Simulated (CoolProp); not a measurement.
Vapour-liquid equilibrium of R124 (1) + R142b (2) at 4.78 kPa; x and y are mole fractions of (1).

Values from CoolProp's multi-fluid Helmholtz-energy mixture model, de Vries 1995 and Lemmon 2006; pair parameters Bell 2016.

**Question.** Give the bubble temperature and the first vapour's composition at x = 0.05, 0.35, 0.75. Is there an azeotrope?

**Answer.** x = 0.05: 207.4 K, y = 0.051; x = 0.35: 207.3 K, y = 0.356; x = 0.75: 206.9 K, y = 0.774. No azeotrope shows between x = 0.05 and 0.95.

The pair parameters rest on a limited set of measurements; away from them the model extrapolates.
